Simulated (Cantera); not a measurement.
A perfectly stirred reactor is fed with NH3 : H2 = 1 : 1.4 (molar parts), at 0.570 bar; it is held at 1825 K, and followed from long to short residence time.

Cantera simulation using the gas-phase N/H chemistry of the illustrative SiF4/NH3 mechanism in the Surface Chemkin manual (1991); the numbers are that mechanism's predictions, not measurements. Walls and surfaces, which speed up NH3 decomposition in real reactors, are not modelled.

What does this change do: pressure from 0.570 bar to 1.00 bar?


```csv
quantity,before,after
x(NH3) at τ = 2.20 s,0.0971,0.0807
x(H2) at τ = 2.20 s,0.790,0.800
x(N2H2) at τ = 2.20 s,1.17e-7,7.01e-8
x(N2) at τ = 2.20 s,0.113,0.119
x(N) at τ = 2.20 s,1.13e-7,8.02e-8
x(NH3) at τ = 33.0 ms,0.391,0.378
x(H2) at τ = 33.0 ms,0.599,0.608
x(N2H2) at τ = 33.0 ms,7.62e-7,6.62e-7
x(N2) at τ = 33.0 ms,0.00880,0.0135
x(N) at τ = 33.0 ms,1.17e-7,1.05e-7
```

What does this change do: pressure from 0.570 bar to 1.01 bar?


```tsv
quantity	before	after
x(NH3) at τ = 2.20 s	0.0971	0.0804
x(H2) at τ = 2.20 s	0.790	0.801
x(N2H2) at τ = 2.20 s	1.17e-7	6.92e-8
x(N2) at τ = 2.20 s	0.113	0.119
x(N) at τ = 2.20 s	1.13e-7	7.94e-8
x(NH3) at τ = 33.0 ms	0.391	0.378
x(H2) at τ = 33.0 ms	0.599	0.608
x(N2H2) at τ = 33.0 ms	7.62e-7	6.60e-7
x(N2) at τ = 33.0 ms	0.00880	0.0136
x(N) at τ = 33.0 ms	1.17e-7	1.05e-7
```
